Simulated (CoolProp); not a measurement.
Properties of R407C along the isotherm 386.9 K (Tc = 359.3 K, pc = 4.632 MPa, ω = 0.363).

Computed with CoolProp (reference Helmholtz-energy equation of state, Lemmon 2003). It is a pseudo-pure fit of the blend.

| p (MPa) | phase | isothermal compressibility (1/MPa) | conductivity (mW/(m K)) |
|---|---|---|---|
| 0.00732 | gas | 136.7 | 19.9 |
| 0.015 | gas | 66.73 | 19.9 |
| 0.0309 | gas | 32.42 | 19.9 |
| 0.0634 | gas | 15.83 | 20.0 |
| 0.13 | gas | 7.754 | 20.0 |
| 0.267 | gas | 3.808 | 20.1 |
| 0.549 | gas | 1.887 | 20.3 |
| 1.13 | gas | 0.9555 | 20.9 |
| 2.32 | gas | 0.5162 | 22.2 |

Thermal conductivity comes from a separate model (Geller 2001).
